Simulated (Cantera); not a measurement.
Input: 1 mol BF₃, 8.9 mol H₂, equilibrated at 1275 K and 113 Torr.

These are equilibrium values from Cantera (NASA tables, ideal gas, pure condensed phases), not measurements of a reactor. Candidate condensed phases: B; 20 gas species. The tables' values for BF₂ are old estimates; treat these amounts as uncertain. The numbers say what is thermodynamically allowed, not how fast it happens.

What is the equilibrium state?


```json
{
  "x(H₂)": "0.896",
  "x(BF₃)": "0.0975",
  "x(HF)": "0.00348",
  "x(BHF₂)": "0.00340",
  "x(BF₂)": "8.05e-5",
  "x(H)": "1.80e-6",
  "gas_amount": "9.900 mol",
  "log10 activity of B(s) (absent)": "-2.33"
}
```
